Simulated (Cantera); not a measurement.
An adiabatic, constant-volume homogeneous reactor starts with CH₄ : H₂ : O₂ : N₂ = 1 : 0.27 : 3.88 : 24.5 (molar parts), equivalence ratio 0.55, at 1573 K and 5.00 bar. Integrator tolerance rtol = 1e-08.

Computed with Cantera and GRI-Mech 3.0 (53 species, 325 reactions).

Q: What does this change do: constant pressure in place of constant volume?

A: 
| quantity | before | after |
|---|---|---|
| time of steepest temperature rise | 85.9 µs | 90.5 µs |
| temperature at 0.200 s | 2474 K | 2308 K |
| equilibrium temperature | 2474 K | 2308 K |
| x(CH₄) at 0.200 s | <1e-12 (gas-phase equilibrium <1e-12) | <1e-12 (gas-phase equilibrium <1e-12) |
| x(H₂) at 0.200 s | 0.000603 (gas-phase equilibrium 0.000603) | 0.000314 (gas-phase equilibrium 0.000314) |
| x(O₂) at 0.200 s | 0.0527 (gas-phase equilibrium 0.0527) | 0.0544 (gas-phase equilibrium 0.0544) |
| x(CH₂O) at 0.200 s | 3.06e-12 (gas-phase equilibrium 3.06e-12) | <1e-12 (gas-phase equilibrium <1e-12) |
| x(NO) at 0.200 s | 0.0113 (gas-phase equilibrium 0.0113) | 0.00832 (gas-phase equilibrium 0.00833) |
